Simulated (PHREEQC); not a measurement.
1 kg of water holding 0.0072 mol/kgw NaCl and 0.063 mol/kgw KCl is evaporated at 40 °C; the solids stay in contact with the brine. No CO2 enters from the air. Solids allowed: Halite, Sylvite. Others were left out.

The numbers come from PHREEQC with the Pitzer model, pitzer.dat.

```json
[
 {"water left (kg)": "1", "ionic strength": "0.0702", "water activity": "0.998", "Sylvite (mol)": "0", "Na in solution (mol/kgw)": "0.00720", "Cl in solution (mol/kgw)": "0.0702", "K in solution (mol/kgw)": "0.0630"},
 {"water left (kg)": "0.5552", "ionic strength": "0.126", "water activity": "0.996", "Sylvite (mol)": "0", "Na in solution (mol/kgw)": "0.0130", "Cl in solution (mol/kgw)": "0.126", "K in solution (mol/kgw)": "0.113"},
 {"water left (kg)": "0.2533", "ionic strength": "0.277", "water activity": "0.991", "Sylvite (mol)": "0", "Na in solution (mol/kgw)": "0.0284", "Cl in solution (mol/kgw)": "0.277", "K in solution (mol/kgw)": "0.249"},
 {"water left (kg)": "0.1407", "ionic strength": "0.499", "water activity": "0.984", "Sylvite (mol)": "0", "Na in solution (mol/kgw)": "0.0512", "Cl in solution (mol/kgw)": "0.499", "K in solution (mol/kgw)": "0.448"},
 {"water left (kg)": "0.06418", "ionic strength": "1.09", "water activity": "0.965", "Sylvite (mol)": "0", "Na in solution (mol/kgw)": "0.112", "Cl in solution (mol/kgw)": "1.09", "K in solution (mol/kgw)": "0.982"},
 {"water left (kg)": "0.03564", "ionic strength": "1.97", "water activity": "0.936", "Sylvite (mol)": "0", "Na in solution (mol/kgw)": "0.202", "Cl in solution (mol/kgw)": "1.97", "K in solution (mol/kgw)": "1.77"},
 {"water left (kg)": "0.01979", "ionic strength": "3.55", "water activity": "0.883", "Sylvite (mol)": "0", "Na in solution (mol/kgw)": "0.364", "Cl in solution (mol/kgw)": "3.55", "K in solution (mol/kgw)": "3.18"},
 {"water left (kg)": "0.00903", "ionic strength": "5.67", "water activity": "0.808", "Sylvite (mol)": "0.0190", "Na in solution (mol/kgw)": "0.797", "Cl in solution (mol/kgw)": "5.67", "K in solution (mol/kgw)": "4.87"},
 {"water left (kg)": "0.005012", "ionic strength": "5.91", "water activity": "0.796", "Sylvite (mol)": "0.0406", "Na in solution (mol/kgw)": "1.44", "Cl in solution (mol/kgw)": "5.91", "K in solution (mol/kgw)": "4.48"}
]
```

Sylvite from water left = 0.01099 kg.

Away from 25 °C the constants follow the database's enthalpies or fits; those with neither stay at their 25 °C values.
